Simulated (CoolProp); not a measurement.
Vapour pressure (kPa) of decamethyltetrasiloxane (MD2M): the reference equation beside estimates from Tc = 326.2 °C, pc = 1144 kPa, ω = 0.635. Clausius-Clapeyron is anchored at 135.95 °C with a constant enthalpy of vaporisation of 46.86 kJ/mol.

Values from CoolProp's reference Helmholtz-energy equation of state, Thol 2017.

```json
[
 {"T (°C)": "53.55", "reference": "0.3972", "Lee-Kesler": "0.4387", "Clausius-Clapeyron": "0.5789", "van der Waals": "55.77", "Redlich-Kwong": "7.915", "Soave-Redlich-Kwong": "0.4347", "Peng-Robinson": "0.5001"},
 {"T (°C)": "74.15", "reference": "1.311", "Lee-Kesler": "1.387", "Clausius-Clapeyron": "1.610", "van der Waals": "81.00", "Redlich-Kwong": "16.08", "Soave-Redlich-Kwong": "1.379", "Peng-Robinson": "1.530"},
 {"T (°C)": "94.75", "reference": "3.633", "Lee-Kesler": "3.740", "Clausius-Clapeyron": "3.995", "van der Waals": "113.2", "Redlich-Kwong": "29.62", "Soave-Redlich-Kwong": "3.726", "Peng-Robinson": "4.017"},
 {"T (°C)": "115.35", "reference": "8.734", "Lee-Kesler": "8.842", "Clausius-Clapeyron": "9.001", "van der Waals": "153.0", "Redlich-Kwong": "50.42", "Soave-Redlich-Kwong": "8.825", "Peng-Robinson": "9.297"},
 {"T (°C)": "135.95", "reference": "18.69", "Lee-Kesler": "18.74", "Clausius-Clapeyron": "18.69", "van der Waals": "201.3", "Redlich-Kwong": "80.51", "Soave-Redlich-Kwong": "18.74", "Peng-Robinson": "19.39"},
 {"T (°C)": "156.55", "reference": "36.32", "Lee-Kesler": "36.26", "Clausius-Clapeyron": "36.17", "van der Waals": "258.7", "Redlich-Kwong": "121.9", "Soave-Redlich-Kwong": "36.35", "Peng-Robinson": "37.09"},
 {"T (°C)": "177.15", "reference": "65.24", "Lee-Kesler": "64.99", "Clausius-Clapeyron": "65.90", "van der Waals": "325.8", "Redlich-Kwong": "176.7", "Soave-Redlich-Kwong": "65.39", "Peng-Robinson": "66.01"},
 {"T (°C)": "197.75", "reference": "109.7", "Lee-Kesler": "109.3", "Clausius-Clapeyron": "113.9", "van der Waals": "403.1", "Redlich-Kwong": "246.9", "Soave-Redlich-Kwong": "110.4", "Peng-Robinson": "110.6"},
 {"T (°C)": "218.35", "reference": "174.7", "Lee-Kesler": "174.1", "Clausius-Clapeyron": "188.1", "van der Waals": "491.1", "Redlich-Kwong": "334.5", "Soave-Redlich-Kwong": "176.8", "Peng-Robinson": "176.1"},
 {"T (°C)": "238.95", "reference": "265.8", "Lee-Kesler": "265.4", "Clausius-Clapeyron": "298.4", "van der Waals": "590.4", "Redlich-Kwong": "441.1", "Soave-Redlich-Kwong": "270.6", "Peng-Robinson": "268.6"},
 {"T (°C)": "259.55", "reference": "389.6", "Lee-Kesler": "390.1", "Clausius-Clapeyron": "456.7", "van der Waals": "701.2", "Redlich-Kwong": "568.7", "Soave-Redlich-Kwong": "398.8", "Peng-Robinson": "395.3"},
 {"T (°C)": "280.15", "reference": "553.7", "Lee-Kesler": "556.7", "Clausius-Clapeyron": "677.1", "van der Waals": "824.0", "Redlich-Kwong": "718.7", "Soave-Redlich-Kwong": "568.7", "Peng-Robinson": "564.0"}
]
```

Absolute difference from the reference over all 12 rows, mean and median: Lee-Kesler 1.9 and 0.4 %, Clausius-Clapeyron 12.2 and 8.8 %, van der Waals 2281.3 and 505.8 %, Redlich-Kwong 442.3 and 203.2 %, Soave-Redlich-Kwong 2.3 and 1.5 %, Peng-Robinson 6.1 and 2.0 %.
